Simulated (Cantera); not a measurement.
Feed: 1 mol SiC, 0.044 mol H₂O, 92 mol H₂, 1.6 mol N₂O, equilibrated at 1300 K and 0.133 bar.

Method: chemical equilibrium by Gibbs-energy minimisation in Cantera with the NASA 1993 tables (ideal gas, pure condensed phases). Candidate condensed phases: C, C₆H₆, C₇H₈, C₈H₁₈, H₂O, Si, SiC, SiO₂, Si₂N₂O, Si₃N₄; 151 gas species. Mutual solubility and eutectic melting of coexisting phases are not modelled. The tables hold silica as quartz up to 1696 K and as liquid above; real silica turns to tridymite and cristobalite and melts near 1996 K. Rates play no part.

Base state: H₂ 0.977, N₂ 0.0122, CO 0.0104, CH₄ 0.000228, H₂O 5.41e-5 (mole fractions); condensed: SiO₂(β-quartz) + Si₂N₂O(s).

Task: What changes in the equilibrium state with this change: N₂O from 1.6 to 3.6 mol?

Result: 
```
species                before    after
-------------------  --------  -------
H₂                      0.977    0.946
N₂                     0.0122   0.0372
CO                     0.0104   0.0103
H₂O                   5.41e-5  0.00662
CH₄                  0.000228  1.68e-6
CO₂                   3.26e-7  4.09e-5
SiO₂(β-quartz), mol     0.107     1.00
Si₂N₂O(s), mol          0.446        0
```

Task: What changes in the equilibrium state with this change: temperature from 1300 K to 1848 K?

Result: 
```csv
species,before,after
H₂,0.977,0.964
N₂,0.0122,0.0167
SiO,2.85e-7,0.00864
CO,0.0104,0.00859
Si,<1e-9,1.77e-5
SiH₂,<1e-9,1.51e-5
H,2.99e-6,0.00143
CH₄,0.000228,6.49e-6
H₂O,5.41e-5,3.14e-6
"SiO₂(β-quartz), mol",0.107,0
"Si₂N₂O(s), mol",0.446,0
"SiC(s), mol",0,0.172
```
Gases not in the tables: Si₂H₆ and higher silanes.
